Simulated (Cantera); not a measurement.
Feed: 1 mol S, 5.6 mol H2O, 4.2 mol O2, 0.022 mol SO2, held at 2900 K and 790000 Pa.

These are equilibrium values from Cantera (NASA tables, ideal gas, pure condensed phases), not measurements of a reactor. Candidate condensed phases: H2O, H2SO4, S; 19 gas species. The numbers say what is thermodynamically allowed, not how fast it happens.

Base state: H2O 0.508, O2 0.299, SO2 0.0978, OH 0.0623, O 0.0155, H2 0.0104, H 0.00418, SO 0.00262 (mole fractions); condensed: gas only.

### Question
What changes in the equilibrium state with this change: 1.7 mol N2 added?

### Answer
| species | before | after |
|---|---|---|
| H2O | 0.508 | 0.432 |
| O2 | 0.299 | 0.246 |
| N2 | 0 | 0.134 |
| NO | 0 | 0.0188 |
| SO2 | 0.0978 | 0.0835 |
| OH | 0.0623 | 0.0547 |
| O | 0.0155 | 0.0140 |
| H2 | 0.0104 | 0.00980 |
| NO2 | 0 | 3.58e-5 |
| H2O2 | 1.18e-5 | 9.14e-6 |
| SO3 | 0.000152 | 0.000118 |
| HO2 | 0.000173 | 0.000138 |

### Question
What changes in the equilibrium state with this change: O2 from 4.2 to 2.1 mol?

### Answer
| species | before | after |
|---|---|---|
| H2O | 0.508 | 0.647 |
| O2 | 0.299 | 0.132 |
| SO2 | 0.0978 | 0.122 |
| H2 | 0.0104 | 0.0201 |
| O | 0.0155 | 0.0103 |
| OH | 0.0623 | 0.0573 |
| SH | 6.54e-6 | 2.58e-5 |
| S | 1.51e-5 | 4.30e-5 |
| SO | 0.00262 | 0.00494 |
| HO2 | 0.000173 | 0.000106 |
